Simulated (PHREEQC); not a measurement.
1 kg of water holding 0.03 mol KCl, 0.096 mol MgSO4, 0.0033 mol MgCl2 and 0.017 mol H3BO3 is evaporated at 25 °C; the solids stay in contact with the brine. CO2 from the air is kept out. Only these solids could form: Arcanite, Bischofite, Brucite, Carnallite, Epsomite, Hexahydrite, Kainite, Kieserite, Leonite, Misenite, Schoenite, Sylvite, Boric_acid,s, KB5O8:4H2O, K2B4O7:4H2O, MgCl2_4H2O.

All values are PHREEQC results (Pitzer model, pitzer.dat), not measurements.

Problem. Predict ionic strength, water activity at water left (kg) = 0.5552, 0.006918.

Solution. 
```csv
water left (kg),ionic strength,water activity
0.5552,0.763,0.994
0.006918,12.2,0.686
```

Complexes and solids missing from the database can't appear.
